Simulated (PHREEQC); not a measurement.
A solution holds 0.027 mol Na2S per kg of water, at 5.6 °C. Closed to the air; pH follows from the charge balance.

Computed with PHREEQC (ion-association model, wateq4f.dat).

Precipitation was switched off in this run.

Task: Predict the pH.

Result: pH 12.89.

Complexes and solids missing from the database can't appear. With this much S-2 the pH rests on the database's HS-/S-2 constant; if that pK is higher, the solution is more alkaline. Away from 25 °C the constants follow the database's enthalpies or fits; those with neither stay at their 25 °C values. The database's pK near 12.9 for HS-/S-2 is now thought far too low, so its S-2 is overstated. The polysulfide entries of wateq4f.dat were taken out for this run.
